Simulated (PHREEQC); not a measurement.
Model water analysis in mmol/kgw, 25 °C, pH 6.89, pe 0.2:

| constituent | mmol/kgw |
|---|---|
| Na | 0.0606 |
| K | 0.00267 |
| Ca | 0.0323 |
| Mg | 0.0109 |
| Cl | 0.0413 |
| S(6) | 0.000538 |
| Alkalinity (meq/kgw) | 0.106 |
| Sr | 0.0033 |
| Si | 1.52e-05 |

Valence states are taken as typed.

All values are PHREEQC results (ion-association model, phreeqc.dat), not measurements.

This is a speciation only: nothing precipitates in the calculation.

Question: What charge-balance error does the model give?

Answer: charge-balance error 2.6 %.

Question: In which forms is C present?

Answer: HCO3- 78 %, CO2 22 % of the C.
